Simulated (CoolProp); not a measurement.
The numbers come from the reference Helmholtz-energy equation of state, Lemmon 2003 in CoolProp. It is a pseudo-pure fit of the blend.

Task: For R410A, give the phase and the cp (kJ/(kg K)), isothermal compressibility (1/MPa), conductivity (mW/(m K)), Prandtl number at 319.6 K and 61.3 bar.

Result: 
- 319.6 K and 61.3 bar: liquid; cp 1.79, isothermal compressibility 0.0130, conductivity 79.8, Prandtl number 2.24

Viscosity comes from a separate model (Geller 2000). Thermal conductivity comes from a separate model (Geller 2001).
